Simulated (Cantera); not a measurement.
# NO annealing gas

An isothermal, constant-pressure homogeneous reactor starts with NO : N₂ = 1 : 0.14 (molar parts), at 1600 K and 0.920 bar.

Model: GRI-Mech 3.0 (53 species, 325 reactions), integrated in Cantera.

```json
[
 {"t (s)": "2.00e-5", "x NO": "0.877", "x NO₂": "2.85e-7", "x O₂": "2.41e-10", "x O": "1.51e-7", "x N₂O": "4.36e-7", "x N₂": "0.123"},
 {"t (s)": "8.43e-5", "x NO": "0.877", "x NO₂": "1.68e-6", "x O₂": "1.69e-9", "x O": "1.66e-7", "x N₂O": "1.83e-6", "x N₂": "0.123"},
 {"t (s)": "0.000356", "x NO": "0.877", "x NO₂": "7.67e-6", "x O₂": "1.34e-8", "x O": "1.81e-7", "x N₂O": "7.65e-6", "x N₂": "0.123"},
 {"t (s)": "0.00150", "x NO": "0.877", "x NO₂": "3.40e-5", "x O₂": "1.94e-7", "x O": "2.47e-7", "x N₂O": "3.09e-5", "x N₂": "0.123"},
 {"t (s)": "0.00632", "x NO": "0.877", "x NO₂": "0.000155", "x O₂": "5.91e-6", "x O": "5.26e-7", "x N₂O": "0.000109", "x N₂": "0.123"},
 {"t (s)": "0.0267", "x NO": "0.876", "x NO₂": "0.000493", "x O₂": "0.000213", "x O": "1.20e-6", "x N₂O": "0.000245", "x N₂": "0.123"},
 {"t (s)": "0.112", "x NO": "0.872", "x NO₂": "0.000636", "x O₂": "0.00199", "x O": "1.48e-6", "x N₂O": "0.000277", "x N₂": "0.125"},
 {"t (s)": "0.474", "x NO": "0.857", "x NO₂": "0.000873", "x O₂": "0.00958", "x O": "2.00e-6", "x N₂O": "0.000266", "x N₂": "0.133"},
 {"t (s)": "2.00", "x NO": "0.797", "x NO₂": "0.00139", "x O₂": "0.0391", "x O": "3.30e-6", "x N₂O": "0.000229", "x N₂": "0.163"}
]
```
x: mole fraction; the columns are a selection and need not sum to one.

Equilibrium at this temperature and pressure: NO 0.00237, NO₂ 1.32e-5, O₂ 0.437, O 1.01e-5, N₂O 1.14e-7, N₂ 0.560 (gas phase only).
